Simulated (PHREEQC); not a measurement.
1 g of hydrous ferric oxide (600 m²/g; 0.2 weak and 0.005 strong sites per Fe, Dzombak-Morel constants, diffuse double layer) in 1 kg of water with 0.001 mol/kgw of an inert sodium salt and 4.3e-06 mol/kgw CuCl2, 0.0014 mol/kgw CuSO4 and 1.5e-05 mol/kgw ZnCl2, at 25 °C; the pH is set by adding NaOH or the inert anion's acid. O2 is buffered at 0.21 atm. No CO2 enters from the air. No solid was allowed to form.

Base run: PHREEQC, ion-association model, wateq4f.dat. Each further column changes one thing. The table gives Cu sorbed (%).

```csv
pH,base,no electrostatic term (-no_edl),background salt from 0.001 to 0.0001 mol/kgw,oxide from 1 to 5 g/kgw,0.0016 mol/kgw NaF added
3,0.2,0.2,0.2,0.8,0.2
4.5,16.3,23.5,16.5,52.5,13.3
5.5,79.3,93.2,79.3,98.1,74.2
7,98.8,100.0,98.8,100.0,98.1
8.5,85.4,99.7,85.3,100.0,85.2
9.5,77.5,92.9,77.4,100.0,77.6
11,73.6,6.3,73.8,100.0,73.3
```

In at least one series the solution becomes supersaturated in solids that the run did not let form, among them Cu(OH)2, Brochantite, Antlerite. The database's constant for dissolved Cu(OH)2 is higher than later reviews accept. The oxide is taken as insoluble; below pH 4 it would dissolve.
